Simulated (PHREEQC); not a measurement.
A made-up water analysis in mg/L, 20 °C, pH 2.78, pe 8.9: Na 2600; K 1.65; Ca 333; Mg 198; Cl 219; S(6) as SO4 6810; Al 2.61; Zn 4.47.

Cl is adjusted to close the charge balance.
Valence states are taken as typed.

Equilibrium calculation in PHREEQC: ion-association model, phreeqc.dat.

No solid was allowed to form.

Q: Order these S species by the share of S that they hold, largest first: SO4-2, NaSO4-, MgSO4, HSO4-, CaSO4.

A: SO4-2 (73 %), NaSO4- (11 %), MgSO4 (6.0 %), CaSO4 (5.4 %), HSO4- (4.3 %)

Q: Order these Al species by the share of Al that they hold, largest first: Al(SO4)2-, Al+3, AlSO4+.

A: AlSO4+ (62 %), Al(SO4)2- (30 %), Al+3 (7.2 %)

The pH is 2.78 and the ionic strength 0.186 mol/kgw.
